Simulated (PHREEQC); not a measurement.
0.091 g of hydrous ferric oxide (600 m²/g; 0.2 weak and 0.005 strong sites per Fe, Dzombak-Morel constants, diffuse double layer) in 1 kg of water with 0.005 mol/kgw of an inert sodium salt and 0.0069 mmol/kgw Na2SeO3 and 0.0007 mmol/kgw NaF, at 25 °C; the pH is set by adding NaOH or the inert anion's acid. The system is closed to oxygen. CO2 from the air is kept out. No solid was allowed to form.

The series has 13 steps of pH, from 4 to 12.

All values are PHREEQC results (ion-association model, wateq4f.dat), not measurements.

Near which pH is half of the Se sorbed, and on which side is more sorbed?

Near pH 8.6, with more sorbed at lower pH.

Near which pH is half of the F sorbed, and on which side is more sorbed?

Near pH 5.5, with more sorbed at lower pH.

The database's selenite sorption wasn't checked against measurements; a fall in acid may be a fault of its surface constants.
